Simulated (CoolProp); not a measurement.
Vapour-liquid equilibrium of CH2F2 (R32) (1) + R236FA (2) at 19.85 °C; x and y are mole fractions of (1).

The numbers come from the multi-fluid Helmholtz-energy mixture model, Tillner-Roth 1997 and Pan 2012; pair parameters Bell 2016 in CoolProp.

```tsv
x	bubble pressure (MPa)	y at the bubble point	dew pressure at overall composition x (MPa)	liquid density (mol/L)
0.05	0.2803	0.211	0.2387	9.323
0.125	0.3621	0.420	0.2565	9.743
0.2	0.4473	0.558	0.2771	10.20
0.275	0.5347	0.655	0.3013	10.68
0.35	0.6238	0.726	0.3300	11.21
0.425	0.7139	0.781	0.3646	11.79
0.5	0.8051	0.825	0.4072	12.42
0.575	0.8975	0.862	0.4607	13.11
0.65	0.9915	0.893	0.5299	13.88
0.725	1.088	0.920	0.6223	14.73
0.8	1.187	0.944	0.7507	15.68
0.875	1.289	0.966	0.9365	16.75
0.95	1.395	0.987	1.213	17.97
```

No azeotrope shows between x = 0.05 and 0.95.

Pair parameters are fitted to limited data, so mixtures are less certain than the pure fluids.
